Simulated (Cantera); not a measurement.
# Ammonia decomposition in nitride growth gas

An isothermal, constant-pressure homogeneous reactor starts with NH₃ : H₂ = 1 : 0.61 (molar parts), at 2150 K and 1.01 bar.

Cantera simulation using the gas-phase N/H chemistry of the illustrative SiF4/NH3 mechanism in the Surface Chemkin manual (1991); the numbers are that mechanism's predictions, not measurements. Walls and surfaces, which speed up NH3 decomposition in real reactors, are not modelled.

```json
[
 {"t (s)": "0.000200", "x NH₃": "0.603", "x H₂": "0.390", "x H": "0.000372", "x N": "1.95e-6", "x NH₂": "0.00174", "x N₂H₄": "4.60e-7"},
 {"t (s)": "0.000796", "x NH₃": "0.552", "x H₂": "0.426", "x H": "0.000416", "x N": "2.01e-6", "x NH₂": "0.00164", "x N₂H₄": "4.06e-7"},
 {"t (s)": "0.00317", "x NH₃": "0.397", "x H₂": "0.533", "x H": "0.000575", "x N": "2.19e-6", "x NH₂": "0.00130", "x N₂H₄": "2.57e-7"},
 {"t (s)": "0.0126", "x NH₃": "0.135", "x H₂": "0.714", "x H": "0.00108", "x N": "2.39e-6", "x NH₂": "0.000625", "x N₂H₄": "5.91e-8"},
 {"t (s)": "0.0501", "x NH₃": "0.00567", "x H₂": "0.802", "x H": "0.00306", "x N": "1.72e-6", "x NH₂": "6.60e-5", "x N₂H₄": "6.58e-10"},
 {"t (s)": "0.199", "x NH₃": "0.000295", "x H₂": "0.805", "x H": "0.00378", "x N": "1.69e-7", "x NH₂": "4.23e-6", "x N₂H₄": "2.69e-12"},
 {"t (s)": "0.794", "x NH₃": "5.87e-5", "x H₂": "0.805", "x H": "0.00378", "x N": "3.37e-8", "x NH₂": "8.43e-7", "x N₂H₄": "<1e-12"},
 {"t (s)": "3.16", "x NH₃": "1.46e-5", "x H₂": "0.805", "x H": "0.00378", "x N": "8.38e-9", "x NH₂": "2.09e-7", "x N₂H₄": "<1e-12"},
 {"t (s)": "12.6", "x NH₃": "5.67e-6", "x H₂": "0.805", "x H": "0.00378", "x N": "3.25e-9", "x NH₂": "8.13e-8", "x N₂H₄": "<1e-12"},
 {"t (s)": "50.0", "x NH₃": "5.10e-6", "x H₂": "0.805", "x H": "0.00378", "x N": "2.93e-9", "x NH₂": "7.31e-8", "x N₂H₄": "<1e-12"}
]
```
x: mole fraction; the columns are a selection and need not sum to one.

Equilibrium at this temperature and pressure: NH₃ 5.10e-6, H₂ 0.805, H 0.00378, N 2.93e-9, NH₂ 7.31e-8, N₂H₄ <1e-12 (gas phase only).
